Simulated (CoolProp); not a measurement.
A simple Rankine cycle with R1224YDZ: condensing at 292.15 K, boiler at 0.399 MPa, turbine inlet 472.1 K, turbine efficiency 0.8, pump efficiency 0.8, no recuperator. Each further row changes one setting.

Values from CoolProp's reference Helmholtz-energy equation of state, Akasaka 2023.

```tsv
case	thermal efficiency (%)	net work (kJ/kg)	heat in (kJ/kg)	turbine exit temperature (K)	volume ratio over the turbine
as stated	7.3	24.0	328	445.9	3.24
condensing temperature 284.15 K	8.9	30.0	337	439.5	4.36
boiler pressure 0.279 MPa	5.2	17.2	329	453.7	2.29
turbine efficiency 0.7	6.4	21.0	328	448.9	3.26
```
